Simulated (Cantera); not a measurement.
A closed system holds: 1 mol C2H5OH, 0.074 mol NH3, held at 802 °C and 133 Pa.

Method: chemical equilibrium by Gibbs-energy minimisation in Cantera with the NASA 1993 tables (ideal gas, pure condensed phases). Candidate condensed phases: C, C6H6, C7H8, C8H18, H2O; 136 gas species. The numbers say what is thermodynamically allowed, not how fast it happens.

Base state: H2 0.750, CO 0.241, N2 0.00892, CH4 3.38e-5, H2O 3.05e-5, CO2 1.05e-5 (mole fractions); condensed: C(graphite).

Task: What changes in the equilibrium state with this change: NH3 from 0.074 to 0.25 mol?

Result: 
| species | before | after |
|---|---|---|
| H2 | 0.750 | 0.750 |
| CO | 0.241 | 0.222 |
| N2 | 0.00892 | 0.0278 |
| H2O | 3.05e-5 | 2.81e-5 |
| CO2 | 1.05e-5 | 8.95e-6 |
| CH4 | 3.38e-5 | 3.38e-5 |
| C(graphite), mol | 1.00 | 1.00 |
